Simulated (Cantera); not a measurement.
A perfectly stirred reactor is fed with NH3 : N2 = 1 : 10 (molar parts), at 10.00 Torr; it is held at 2050 K, and followed from long to short residence time.

Computed with Cantera and the gas-phase N/H chemistry of the illustrative SiF4/NH3 mechanism in the Surface Chemkin manual (1991). Walls and surfaces, which speed up NH3 decomposition in real reactors, are not modelled.

**Question.** Predict: x(NH3) at τ = 1.90 s; x(N2) at τ = 1.90 s; x(NH2) at τ = 1.90 s; x(N) at τ = 1.90 s; x(N2H2) at τ = 1.90 s; x(NH3) at τ = 62.0 ms; x(N2) at τ = 62.0 ms; x(NH2) at τ = 62.0 ms; x(N) at τ = 62.0 ms; x(N2H2) at τ = 62.0 ms.

**Answer.** x(NH3) at τ = 1.90 s: 0.0261
x(N2) at τ = 1.90 s: 0.885
x(NH2) at τ = 1.90 s: 0.000197
x(N) at τ = 1.90 s: 2.75e-6
x(N2H2) at τ = 1.90 s: 3.27e-7
x(NH3) at τ = 62.0 ms: 0.0827
x(N2) at τ = 62.0 ms: 0.906
x(NH2) at τ = 62.0 ms: 0.000621
x(N) at τ = 62.0 ms: 8.24e-7
x(N2H2) at τ = 62.0 ms: 1.48e-6
